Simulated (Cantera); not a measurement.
A closed system holds: 1 mol PbS, 0.4 mol H₂, held at 2173.15 K and 1.90 bar.

Equilibrium computed with Cantera from the NASA thermochemical tables; the gas is ideal and each condensed phase is pure. Equilibrium is a limit: real reactors are often held back by kinetics, nucleation or transport.

| species | before | after |
|---|---|---|
| H₂ | 0.230 | 0.984 |
| Pb | 0.163 | 0.00592 |
| H₂S | 0.0297 | 0.00477 |
| PbS | 0.502 | 0.000683 |
| S₂ | 0.0601 | 8.44e-5 |
| SH | 0.0120 | 0.000927 |
| Pb₂ | 0.000180 | 2.37e-7 |
| S | 0.00161 | 6.02e-5 |
| H | 0.00168 | 0.00348 |
Gas species are given as mole fractions.

Which change was made?
A. temperature from 2173.15 K to 600 K
B. H₂ from 0.4 to 150 mol
C. temperature from 2173.15 K to 625 K
D. temperature from 2173.15 K to 1625 K

B, H₂ from 0.4 to 150 mol
